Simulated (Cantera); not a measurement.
What does this Cantera script print?

```python
import numpy as np
import cantera as ct

gas_names = """
    C CN CO CO2 C2 CCN CNC C2N2 C2O C3 C3O2 C4 C4N2 C5 Fe FeC5O5 FeO N NCO NO NO2 NO3 N2 N2O O O2 O3
""".split()
cond_names = """
    C(gr) Fe(a) Fe(c) Fe(d) Fe(L) FeC5O5(L) FeO(s) FeO(L) Fe2O3(s) Fe3O4(s)
""".split()


# ... load() reads the species with a 1 bar reference pressure and builds the phases ...
atoms = {
    'Fe2O3': {'Fe': 2, 'O': 3},
    'CO': {'C': 1, 'O': 1},
    'N2': {'N': 2},
}
top_T = {'C(gr)': 4500, 'Fe2O3(s)': 1830, 'Fe3O4(s)': 1870}  # K; cautious upper limits of use, not melting points


# ... equilibrate(T, P, feed) seeds the gas with the atoms and calls Mixture.equilibrate('TP', solver="vcs", rtol=1e-11, max_steps=5000) ...
results = []
feed = {'Fe2O3': 1, 'CO': 13, 'N2': 12}  # mol
T = 1450  # K
P = 3600  # Pa
mix = equilibrate(T, P, feed)
results.append((T, P, feed, dict(zip(mix.species_names, mix.species_moles))))
print(gas.report(threshold=0.0001))
for i in range(1, mix.n_phases):
    print(f"{mix.phase(i).name:16s} {mix.phase_moles(i):12.5e} mol")
```

Output:

```
       temperature   1450 K
          pressure   3600 Pa
           density   0.0087201 kg/m^3
  mean mol. weight   29.203 kg/kmol
   phase of matter   gas

                          1 kg             1 kmol
                     ---------------   ---------------
          enthalpy       -1.3722e+06       -4.0073e+07  J
   internal energy       -1.7851e+06       -5.2129e+07  J
           entropy            9671.7        2.8244e+05  J/K
    Gibbs function       -1.5396e+07       -4.4961e+08  J
 heat capacity c_p              1250             36504  J/K
 heat capacity c_v            965.31             28190  J/K

                      mass frac. Y      mole frac. X     chem. pot. / RT
                     ---------------   ---------------   ---------------
                CO           0.42737           0.44557            -39.96
               CO2           0.11216          0.074428           -68.589
                N2           0.46046              0.48           -29.967
     [  +24 minor]        2.6586e-06        1.3913e-06

C(gr)             0.00000e+00 mol
Fe(c)             8.60675e-01 mol
FeC5O5(L)         0.00000e+00 mol
FeO(s)            1.13929e+00 mol
Fe2O3(s)          0.00000e+00 mol
Fe3O4(s)          0.00000e+00 mol
```

These are equilibrium values from Cantera (NASA tables, ideal gas, pure condensed phases), not measurements of a reactor. Mutual solubility and eutectic melting of coexisting phases are not modelled. The tables' stoichiometric FeO is somewhat more stable than real wüstite, so its field is too wide. FeO: taken at fixed stoichiometry.
